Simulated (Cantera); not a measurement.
Ignition delay

Mixture: H2 : O2 : N2 = 1 : 0.25 : 0.94 (molar parts), equivalence ratio 2.0, at 2100 Torr, adiabatic and at constant volume. Ignition delay is the time to a rise of 400 K.

Computed with Cantera and the H2/O2 subset of GRI-Mech 3.0, which has no nitrogen chemistry. The hydrogen kinetics of GRI-Mech 3.0 are dated; newer H2 mechanisms differ, most at raised pressure.

```tsv
T0 (K)	delay (ms)
975	16.2
1025	2.80
1075	0.227
1125	0.0493
1175	0.0268
1225	0.0179
1275	0.0131
```

```
Quantity                                                Value
--------------------------------------------------  ---------
apparent activation energy between 1175 and 1275 K  89 kJ/mol
```
